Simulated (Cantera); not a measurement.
Charge: 1 mol SiCl4, 2.3 mol Cl2, 0.34 mol H2, at 1598.15 K and 6150 Torr.

These are equilibrium values from Cantera (NASA tables, ideal gas, pure condensed phases), not measurements of a reactor. The tables' values for SiCl3 are old estimates; treat these amounts as uncertain. Rates play no part.

| species | before | after |
|---|---|---|
| SiCl4 | 0.271 | 0.583 |
| HCl | 0.184 | 0.384 |
| SiCl3 | 1.50e-5 | 0.0169 |
| Cl2 | 0.517 | 1.87e-6 |
| H2 | 9.88e-9 | 0.0119 |
| Cl | 0.0273 | 5.19e-5 |
| SiHCl3 | 2.09e-9 | 0.00259 |
| SiCl2 | 2.04e-9 | 0.00122 |
Gas species are given as mole fractions.

### Question
Name the change that produced these shifts.
(A) pressure from 6150 Torr to 18800 Torr
(B) temperature from 1598.15 K to 1673 K
(C) pressure from 6150 Torr to 1 atm
(D) SiCl4 replaced by Si

### Answer
D, SiCl4 replaced by Si
